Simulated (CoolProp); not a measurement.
C3F8 (R218) at several states: fugacity coefficient from the reference equation and from simpler models built on Tc = 345.0 K, pc = 2640 kPa, ω = 0.317; each cubic takes its own stable root.

Computed with CoolProp (reference Helmholtz-energy equation of state, Lemmon 2006). It is a short technical equation, of lower accuracy than the large ones.

```json
[
 {"T (K)": "267.6", "p (kPa)": "12.1", "phase": "gas", "reference": "0.9963", "van der Waals": "0.9975", "Redlich-Kwong": "0.9968", "Soave-Redlich-Kwong": "0.9965", "Peng-Robinson": "0.9962"},
 {"T (K)": "329", "p (kPa)": "39.4", "phase": "gas", "reference": "0.9943", "van der Waals": "0.9950", "Redlich-Kwong": "0.9942", "Soave-Redlich-Kwong": "0.9940", "Peng-Robinson": "0.9934"},
 {"T (K)": "382.1", "p (kPa)": "10900", "phase": "supercritical", "reference": "0.4020", "van der Waals": "0.4128", "Redlich-Kwong": "0.3901", "Soave-Redlich-Kwong": "0.4261", "Peng-Robinson": "0.3911"},
 {"T (K)": "251.6", "p (kPa)": "1080", "phase": "liquid", "reference": "0.1735", "van der Waals": "0.5301", "Redlich-Kwong": "0.2827", "Soave-Redlich-Kwong": "0.1758", "Peng-Robinson": "0.1730"},
 {"T (K)": "234", "p (kPa)": "13300", "phase": "liquid", "reference": "0.01414", "van der Waals": "0.09438", "Redlich-Kwong": "0.02836", "Soave-Redlich-Kwong": "0.01470", "Peng-Robinson": "0.01342"},
 {"T (K)": "228.8", "p (kPa)": "935", "phase": "liquid", "reference": "0.07683", "van der Waals": "0.3972", "Redlich-Kwong": "0.1527", "Soave-Redlich-Kwong": "0.07727", "Peng-Robinson": "0.07708"}
]
```
